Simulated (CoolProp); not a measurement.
A closed Brayton cycle with carbon dioxide: compressor inlet 320.15 K and 8.3 MPa, high pressure 22.9 MPa, turbine inlet 805 K, compressor efficiency 0.89, turbine efficiency 0.93, recuperator effectiveness 0.9 (on enthalpy, no pinch check). Each further row changes one setting.

The numbers come from the reference Helmholtz-energy equation of state, Span 1996 in CoolProp.

| case | thermal efficiency (%) | net work (kJ/kg) | compressor to turbine work | compressor exit (K) | turbine exit (K) |
|---|---|---|---|---|---|
| as stated | 34.9 | 87.3 | 0.35 | 399.2 | 682.0 |
| turbine inlet 755 K | … | 77.8 | 0.37 | 399.2 | 636.5 |
| compressor inlet 330.15 K | … | 80.1 | 0.40 | … | 682.0 |
| high pressure 19.5 MPa | … | 76.5 | 0.33 | 386.4 | 700.9 |
| recuperator effectiveness 0.5 | 23.0 | 87.3 | 0.35 | 399.2 | 682.0 |

Task: What belongs in the gaps?

Result: 
- turbine inlet 755 K, thermal efficiency (%): 33.1
- compressor inlet 330.15 K, thermal efficiency (%): 33.9
- compressor inlet 330.15 K, compressor exit (K): 417.1
- high pressure 19.5 MPa, thermal efficiency (%): 33.7
